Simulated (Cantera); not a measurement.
A perfectly stirred reactor is fed with NH₃ : N₂ = 1 : 0.22 (molar parts), at 760 Torr; it is held at 2375 K, and followed from long to short residence time.

Cantera simulation using the gas-phase N/H chemistry of the illustrative SiF4/NH3 mechanism in the Surface Chemkin manual (1991); the numbers are that mechanism's predictions, not measurements. Walls and surfaces, which speed up NH3 decomposition in real reactors, are not modelled.

Question: Predict: x(NH₃) at τ = 0.410 s; x(N₂) at τ = 0.410 s; x(N₂H₂) at τ = 0.410 s; x(NH) at τ = 0.410 s; x(NH₂) at τ = 0.410 s; x(NH₃) at τ = 60.0 ms; x(N₂) at τ = 60.0 ms; x(N₂H₂) at τ = 60.0 ms; x(NH) at τ = 60.0 ms; x(NH₂) at τ = 60.0 ms.

Answer: 
- x(NH₃) at τ = 0.410 s = 0.00117
- x(N₂) at τ = 0.410 s = 0.322
- x(N₂H₂) at τ = 0.410 s = 1.72e-8
- x(NH) at τ = 0.410 s = 1.75e-5
- x(NH₂) at τ = 0.410 s = 5.75e-5
- x(NH₃) at τ = 60.0 ms = 0.00842
- x(N₂) at τ = 60.0 ms = 0.322
- x(N₂H₂) at τ = 60.0 ms = 1.69e-7
- x(NH) at τ = 60.0 ms = 3.86e-5
- x(NH₂) at τ = 60.0 ms = 0.000230
